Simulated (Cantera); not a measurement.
Input: 1 mol Si2H6, 1.5 mol O2, at 15.0 mbar.

Cantera equilibrium calculation (NASA polynomials, part measured and part estimated; ideal gas, pure solids and liquids). Candidate condensed phases: H2O, Si, SiO2; 18 gas species. The feed counts by its element totals alone. Mutual solubility and eutectic melting of coexisting phases are not modelled. The tables hold silica as quartz up to 1696 K and as liquid above; real silica turns to tridymite and cristobalite and melts near 1996 K. Rates play no part.

Q: Which condensed phases are stable at each of these points (T (K)): 723, 923, 1123, 1323, 1523, 1723, 1923?

A: 
```
T (K)        condensed phases  Si condensed (%)
-----  ----------------------  ----------------
723    Si(s) + SiO2(α-quartz)             100.0
923    Si(s) + SiO2(β-quartz)             100.0
1123   Si(s) + SiO2(β-quartz)             100.0
1323   Si(s) + SiO2(β-quartz)              99.9
1523   Si(s) + SiO2(β-quartz)              91.7
1723          SiO2(condensed)              50.0
1923          SiO2(condensed)              49.2
```

At 723 K the condensed part is Si(s) + SiO2(α-quartz). From 923 K to 1523 K the condensed part is Si(s) + SiO2(β-quartz). From 1723 K to 1923 K the condensed part is SiO2(condensed).
